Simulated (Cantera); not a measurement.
Ignition delay

Mixture: H2 : O2 : N2 = 1 : 0.568 : 2.14 (molar parts), at 120000 Pa, adiabatic and at constant pressure. Ignition delay is the time to a rise of 400 K.

Computed with Cantera and GRI-Mech 3.0 (53 species, 325 reactions). Where the delays flatten at high temperature, the 400 K rule measures the pace of heat release, not the induction time.

| T0 (K) | delay (ms) |
|---|---|
| 1300 | 0.0252 |
| 1375 | 0.0196 |
| 1450 | 0.0163 |
| 1525 | 0.0143 |
| 1600 | 0.0132 |
